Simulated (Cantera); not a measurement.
An adiabatic, constant-volume homogeneous reactor starts with 44.4 % H2, 11.7 % O2, 43.9 % N2, at 1600 K and 0.987 atm.

Model: the H2/O2 subset of GRI-Mech 3.0, which has no nitrogen chemistry, integrated in Cantera.

x: mole fraction; the columns are a selection and need not sum to one.

```json
[
 {"t (s)": "1.00e-6", "T (K)": "1600", "P (bar)": "1.000", "x H2": "0.444", "x O2": "0.117", "x HO2": "[?]", "x OH": "1.29e-7", "x H2O": "8.13e-7"},
 {"t (s)": "2.63e-6", "T (K)": "1600", "P (bar)": "1.000", "x H2": "0.444", "x O2": "0.117", "x HO2": "[?]", "x OH": "1.39e-6", "x H2O": "1.62e-5"},
 {"t (s)": "6.92e-6", "T (K)": "1604", "P (bar)": "1.00", "x H2": "0.438", "x O2": "0.115", "x HO2": "[?]", "x OH": "0.000285", "x H2O": "0.00389"},
 {"t (s)": "1.82e-5", "T (K)": "2221", "P (bar)": "1.35", "x H2": "0.182", "x O2": "0.00470", "x HO2": "[?]", "x OH": "0.0205", "x H2O": "0.201"},
 {"t (s)": "4.79e-5", "T (K)": "2775", "P (bar)": "1.62", "x H2": "0.208", "x O2": "0.00208", "x HO2": "[?]", "x OH": "0.0215", "x H2O": "0.219"},
 {"t (s)": "0.000126", "T (K)": "2983", "P (bar)": "1.72", "x H2": "0.216", "x O2": "0.00124", "x HO2": "1.52e-6", "x OH": "0.0190", "x H2O": "0.229"},
 {"t (s)": "0.000331", "T (K)": "2988", "P (bar)": "1.72", "x H2": "0.216", "x O2": "0.00122", "x HO2": "1.51e-6", "x OH": "0.0189", "x H2O": "0.229"},
 {"t (s)": "0.000872", "T (K)": "2988", "P (bar)": "1.72", "x H2": "0.216", "x O2": "0.00122", "x HO2": "1.51e-6", "x OH": "0.0189", "x H2O": "0.229"},
 {"t (s)": "0.00229", "T (K)": "2988", "P (bar)": "1.72", "x H2": "0.216", "x O2": "0.00122", "x HO2": "1.51e-6", "x OH": "0.0189", "x H2O": "0.229"},
 {"t (s)": "0.00603", "T (K)": "2988", "P (bar)": "1.72", "x H2": "0.216", "x O2": "0.00122", "x HO2": "1.51e-6", "x OH": "0.0189", "x H2O": "0.229"},
 {"t (s)": "0.0159", "T (K)": "2988", "P (bar)": "1.72", "x H2": "0.216", "x O2": "0.00122", "x HO2": "1.51e-6", "x OH": "0.0189", "x H2O": "0.229"},
 {"t (s)": "0.0418", "T (K)": "2988", "P (bar)": "1.72", "x H2": "0.216", "x O2": "0.00122", "x HO2": "1.51e-6", "x OH": "0.0189", "x H2O": "0.229"},
 {"t (s)": "0.110", "T (K)": "2988", "P (bar)": "1.72", "x H2": "0.216", "x O2": "0.00122", "x HO2": "1.51e-6", "x OH": "0.0189", "x H2O": "0.229"},
 {"t (s)": "0.289", "T (K)": "2988", "P (bar)": "1.72", "x H2": "0.216", "x O2": "0.00122", "x HO2": "1.51e-6", "x OH": "0.0189", "x H2O": "0.229"},
 {"t (s)": "0.760", "T (K)": "2988", "P (bar)": "1.72", "x H2": "0.216", "x O2": "0.00122", "x HO2": "1.51e-6", "x OH": "0.0189", "x H2O": "0.229"},
 {"t (s)": "2.00", "T (K)": "2988", "P (bar)": "1.72", "x H2": "0.216", "x O2": "0.00122", "x HO2": "1.51e-6", "x OH": "0.0189", "x H2O": "0.229"}
]
```

Q: Fill in the missing entries.

A: 
- 1.00e-6, x HO2: 1.01e-6
- 2.63e-6, x HO2: 2.79e-6
- 6.92e-6, x HO2: 2.75e-5
- 1.82e-5, x HO2: 2.98e-6
- 4.79e-5, x HO2: 1.82e-6
